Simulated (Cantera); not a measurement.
**Iron carbonyl, mercury and lead vapours: Hg + O₂ + N₂ + H₂**

A closed system holds: 1 mol Hg, 0.045 mol O₂, 0.5 mol N₂, 2.1 mol H₂, at 101000 Pa.

These are equilibrium values from Cantera (NASA tables, ideal gas, pure condensed phases), not measurements of a reactor. Candidate condensed phases: H₂O, Hg, HgO; 25 gas species. Rates play no part.

| T (K) | log p H₂ | log p Hg | log p N₂ | log p NH₃ | log p H₂O | log p H | log p OH | n Hg(l) |
|---|---|---|---|---|---|---|---|---|
| 498 | -0.16 | -1.31 | -0.79 | -1.12 | -1.44 | <-11 | <-11 | 0.878 |
| 598 | -0.25 | -0.55 | -0.86 | -2.17 | -1.59 | <-11 | <-11 | 0 |
| 698 | -0.25 | -0.55 | -0.85 | -2.82 | -1.60 | <-11 | <-11 | 0 |
| 798 | -0.25 | -0.55 | -0.85 | -3.31 | -1.60 | -11.70 | <-11 | 0 |
| 898 | -0.25 | -0.55 | -0.85 | -3.71 | -1.60 | -10.08 | <-11 | 0 |
| 998 | -0.25 | -0.55 | -0.85 | -4.03 | -1.60 | -8.79 | <-11 | 0 |
| 1098 | -0.25 | -0.55 | -0.85 | -4.29 | -1.60 | -7.73 | -11.44 | 0 |
| 1198 | -0.25 | -0.55 | -0.85 | -4.51 | -1.60 | -6.84 | -10.30 | 0 |
| 1298 | -0.25 | -0.55 | -0.85 | -4.70 | -1.60 | -6.09 | -9.33 | 0 |
| 1398 | -0.25 | -0.55 | -0.85 | -4.86 | -1.60 | -5.45 | -8.50 | 0 |
log p: log10 of the partial pressure in bar; n: condensed amount in mol.

At 498 K the condensed part is Hg(l). From 598 K to 1398 K nothing is condensed. The main Hg-bearing gas is Hg throughout.
